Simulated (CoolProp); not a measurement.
Properties of sulfur hexafluoride at several states.

Model: reference Helmholtz-energy equation of state, Guder 2009, in CoolProp.

```
T (°C)  p (MPa)          phase           Z  speed of sound (m/s)  viscosity (µPa s)
------  -------  -------------  ----------  --------------------  -----------------
235.45     19.2  supercritical  (withheld)            (withheld)         (withheld)
241.35     2.31            gas      0.9689            (withheld)         (withheld)
178.75    0.238            gas      0.9940            (withheld)         (withheld)
```

Task: Fill in the missing entries.

Result: 
- 235.45, Z: 0.9361
- 235.45, speed of sound (m/s): 204.7
- 235.45, viscosity (µPa s): 47.9
- 241.35, speed of sound (m/s): 173.1
- 241.35, viscosity (µPa s): 25.2
- 178.75, speed of sound (m/s): 165.3
- 178.75, viscosity (µPa s): 21.9

Viscosity comes from a separate model (Quiñones-Cisneros 2012).
